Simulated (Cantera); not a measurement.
Charge: 1 mol CaO, a varied amount of Cl₂, at 1375 K and 0.000300 bar.

Cantera equilibrium calculation (NASA polynomials, part measured and part estimated; ideal gas, pure solids and liquids). Candidate condensed phases: Ca, CaCl₂, CaO; 11 gas species. Kinetics and transport are ignored.

Question: At 29 mol Cl₂, list the 5 most abundant gas species with their mole fractions, and the condensed phases.

Answer: Cl 0.699, Cl₂ 0.268, CaCl₂ 0.0221, O₂ 0.0110, ClO 3.71e-5. Condensed: gas only.
